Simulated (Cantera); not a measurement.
Input: 1 mol Ta(OEt)5, 2.4 mol CO2, 7 mol H2.

These are equilibrium values from Cantera (NASA tables, ideal gas, pure condensed phases), not measurements of a reactor. Candidate condensed phases: C, C6H6, C7H8, C8H18, H2O, Ta, TaC, Ta2O5; 113 gas species. The feed counts by its element totals alone. TaC: taken at fixed stoichiometry. Condensed phases not in the tables: Ta2C. Rates play no part.

Problem. What condenses at these points (T in K, P in Pa): (1523, 10000); (1723, 1); (923, 10); (1523, 1000); (1023, 100000)?

Solution. 
| T (K) | P in Pa | condensed phases | Ta condensed (%) |
|---|---|---|---|
| 1523 | 10000 | C + TaC | 100.0 |
| 1723 | 1 | C + TaC | 100.0 |
| 923 | 10 | C + TaC | 100.0 |
| 1523 | 1000 | C + TaC | 100.0 |
| 1023 | 100000 | C + Ta2O5 | 100.0 |
